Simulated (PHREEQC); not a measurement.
A solution holds 160 mmol/kgw HF, 0.21 mmol/kgw (CH3)4NF, 0.14 mmol/kgw H4SiO4 and 2.6 mmol/kgw HCl, at 25 °C. Closed to the air; pH follows from the charge balance.

Model: ion-association model, phreeqc.dat, run in PHREEQC.

Q: The ionic strength comes out as 0.0154 mol/kgw. What activity coefficients do H+, Cl-, SiF6-2, HF2-, F- get?

A: H+ 0.90, Cl- 0.88, SiF6-2 0.62, HF2- 0.88, F- 0.88.

No solid was allowed to form. Complexes and solids missing from the database can't appear. (CH3)4N+ isn't in the database: it is added as a free cation with an ion size of 4 Å. SiF6-2 is the database's only silicon fluoride.
